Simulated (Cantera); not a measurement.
Input: 1 mol MgO, 0.017 mol H2O, 0.15 mol Br2, at 240 Torr.

Cantera equilibrium calculation (NASA polynomials, part measured and part estimated; ideal gas, pure solids and liquids). Candidate condensed phases: Br2, H2O, Mg, MgBr2, MgO, Mg(OH)2; 20 gas species. Equilibrium is a limit: real reactors are often held back by kinetics, nucleation or transport.

**Question.** At 823 K, list the 5 most abundant gas species with their mole fractions, and the condensed phases.

**Answer.** Br2 0.894, H2O 0.0992, HBr 0.00486, O2 0.00121, Br 0.000764. Condensed: MgO(s).
